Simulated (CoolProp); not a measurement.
Vapour-liquid equilibrium of cis-2-butene (1) + acetone (2) at 315.4 K; x and y are mole fractions of (1).

The numbers come from the multi-fluid Helmholtz-energy mixture model, Lemmon 2005 and Lemmon 2006; pair parameters Bell 2016 in CoolProp.

```json
[
 {"x": "0.05", "bubble pressure, mixture model (bar)": "1.003", "bubble pressure, Raoult's law (bar)": "0.7657", "y, mixture model": "0.404", "y, Raoult's law": "0.235"},
 {"x": "0.15", "bubble pressure, mixture model (bar)": "1.652", "bubble pressure, Raoult's law (bar)": "1.064", "y, mixture model": "0.663", "y, Raoult's law": "0.508"},
 {"x": "0.25", "bubble pressure, mixture model (bar)": "2.137", "bubble pressure, Raoult's law (bar)": "1.363", "y, mixture model": "0.758", "y, Raoult's law": "0.661"},
 {"x": "0.35", "bubble pressure, mixture model (bar)": "2.487", "bubble pressure, Raoult's law (bar)": "1.661", "y, mixture model": "0.806", "y, Raoult's law": "0.759"},
 {"x": "0.45", "bubble pressure, mixture model (bar)": "2.737", "bubble pressure, Raoult's law (bar)": "1.959", "y, mixture model": "0.836", "y, Raoult's law": "0.827"},
 {"x": "0.55", "bubble pressure, mixture model (bar)": "2.925", "bubble pressure, Raoult's law (bar)": "2.258", "y, mixture model": "0.858", "y, Raoult's law": "0.877"},
 {"x": "0.65", "bubble pressure, mixture model (bar)": "3.081", "bubble pressure, Raoult's law (bar)": "2.556", "y, mixture model": "0.878", "y, Raoult's law": "0.916"},
 {"x": "0.75", "bubble pressure, mixture model (bar)": "3.228", "bubble pressure, Raoult's law (bar)": "2.855", "y, mixture model": "0.900", "y, Raoult's law": "0.946"},
 {"x": "0.85", "bubble pressure, mixture model (bar)": "3.377", "bubble pressure, Raoult's law (bar)": "3.153", "y, mixture model": "0.929", "y, Raoult's law": "0.971"},
 {"x": "0.95", "bubble pressure, mixture model (bar)": "3.529", "bubble pressure, Raoult's law (bar)": "3.452", "y, mixture model": "0.971", "y, Raoult's law": "0.991"}
]
```

The largest gap from Raoult's law is +56.8 % in bubble pressure, at x = 0.25. No azeotrope shows between x = 0.05 and 0.95.

Pair parameters are fitted to limited data, so mixtures are less certain than the pure fluids. With so large a gap from Raoult's law the liquid may split in two, which this calculation doesn't test in full.
